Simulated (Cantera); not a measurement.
Source: NASA polynomial tables (part measured, part estimated), evaluated in Cantera. Values are per mole of reaction as written; species without (g) are pure solids or liquids, kept so even where they would boil at 1 bar.

MgI2 → Mg + I2, with ΔH° = 367.0 kJ and ΔS° = 19.0 J/K at 300 K.

Question: How far is the shortcut ΔG° ≈ ΔH°(300 K) − T·ΔS°(300 K) from the full temperature-dependent value at 398, 423, 448, 473, 498, 523, 548, 573, 598 K?

Answer: 
```json
[
 {"T (K)": "398", "shortcut (kJ)": "359.4", "full (kJ)": "358.9", "difference (kJ)": "0.5", "difference in log10 K": "-0.07", "condensed phases": "MgI2(s), Mg(s), I2(l)"},
 {"T (K)": "423", "shortcut (kJ)": "358.9", "full (kJ)": "357.3", "difference (kJ)": "1.6", "difference in log10 K": "-0.20", "condensed phases": "MgI2(s), Mg(s), I2(l)"},
 {"T (K)": "448", "shortcut (kJ)": "358.4", "full (kJ)": "355.7", "difference (kJ)": "2.8", "difference in log10 K": "-0.32", "condensed phases": "MgI2(s), Mg(s), I2(l)"},
 {"T (K)": "473", "shortcut (kJ)": "358.0", "full (kJ)": "354.0", "difference (kJ)": "3.9", "difference in log10 K": "-0.43", "condensed phases": "MgI2(s), Mg(s), I2(l)"},
 {"T (K)": "498", "shortcut (kJ)": "357.5", "full (kJ)": "352.4", "difference (kJ)": "5.1", "difference in log10 K": "-0.54", "condensed phases": "MgI2(s), Mg(s), I2(l)"},
 {"T (K)": "523", "shortcut (kJ)": "357.0", "full (kJ)": "350.6", "difference (kJ)": "6.4", "difference in log10 K": "-0.64", "condensed phases": "MgI2(s), Mg(s), I2(l)"},
 {"T (K)": "548", "shortcut (kJ)": "356.5", "full (kJ)": "348.9", "difference (kJ)": "7.7", "difference in log10 K": "-0.73", "condensed phases": "MgI2(s), Mg(s), I2(l)"},
 {"T (K)": "573", "shortcut (kJ)": "356.1", "full (kJ)": "347.1", "difference (kJ)": "8.9", "difference in log10 K": "-0.82", "condensed phases": "MgI2(s), Mg(s), I2(l)"},
 {"T (K)": "598", "shortcut (kJ)": "355.6", "full (kJ)": "345.3", "difference (kJ)": "10.3", "difference in log10 K": "-0.90", "condensed phases": "MgI2(s), Mg(s), I2(l)"}
]
```
The shortcut ignores heat capacities and the phase changes listed.
